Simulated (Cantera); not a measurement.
What does this Cantera script print?

```python
import numpy as np
import cantera as ct

gas_names = """
    F F2 H HF H2 H2F2 H3F3 H4F4 H5F5 H6F6 H7F7 N NF NF2 NF3 NH NH2 NH3 N2 N2H2 N2H4 Si SiF SiF2 SiF3
    SiF4 SiH SiHF3 SiH2 SiH2F2 SiH3 SiH3F SiH4 SiN Si2 Si2N Si3
""".split()
cond_names = """
    Si(cr) Si(L) Si3N4(a)
""".split()


# ... load() reads the species with a 1 bar reference pressure and builds the phases ...
atoms = {
    'Si': {'Si': 1},
    'HF': {'H': 1, 'F': 1},
    'NF3': {'N': 1, 'F': 3},
}
top_T = {'Si3N4(a)': 2400}  # K; cautious upper limits of use, not melting points


# ... equilibrate(T, P, feed) seeds the gas with the atoms and calls Mixture.equilibrate('TP', solver="vcs", rtol=1e-11, max_steps=5000) ...
results = []
T = 1048.15  # K
P = 4400  # Pa
for m in [0.64, 1.2, 1.7, 2.2, 2.7, 3.3, 3.8, 4.3]:
    feed = {'Si': 1, 'HF': 8.2, 'NF3': m}  # mol
    mix = equilibrate(T, P, feed)
    results.append((T, P, feed, dict(zip(mix.species_names, mix.species_moles))))

top = {s: max(r[3][s] / sum(r[3][g] for g in gas_names) for r in results) for s in gas_names}
cols = sorted((s for s in top if top[s] > 1e-06), key=lambda s: -top[s])[:8]
seen = [c for c in cond_names if any(r[3].get(c, 0) > 1e-12 for r in results)]
print("log10 of partial pressures in bar; condensed amounts in mol")
print(f"{'n(NF3)':>10s}" + "".join(f"{s[:9]:>10s}" for s in cols + seen))
for T, P, feed, n in results:
    ng = sum(n[g] for g in gas_names)
    print(f"{feed['NF3']:10.4g}" + "".join(f"{np.log10(max(n[s] / ng * P / 1e5, 1e-99)):10.3f}" for s in cols)
          + "".join(f"{n.get(c, 0):10.4g}" for c in seen))
```

Result:

```
log10 of partial pressures in bar; condensed amounts in mol
    n(NF3)        HF         F        H2        N2        F2      SiF4       NF3
      0.64    -1.498   -15.060    -2.268    -2.780   -28.499    -2.285   -44.837
       1.2    -1.447   -14.623    -3.038    -2.561   -27.626    -2.339   -43.418
       1.7    -1.485    -2.467   -27.428    -2.470    -3.313    -2.399    -6.903
       2.2    -1.538    -2.216   -28.036    -2.411    -2.811    -2.452    -6.120
       2.7    -1.584    -2.104   -28.350    -2.367    -2.588    -2.498    -5.764
       3.3    -1.632    -2.027   -28.601    -2.328    -2.433    -2.545    -5.512
       3.8    -1.667    -1.984   -28.759    -2.303    -2.346    -2.581    -5.370
       4.3    -1.700    -1.951   -28.889    -2.282    -2.282    -2.614    -5.263
```

Method: chemical equilibrium by Gibbs-energy minimisation in Cantera with the NASA 1993 tables (ideal gas, pure condensed phases).
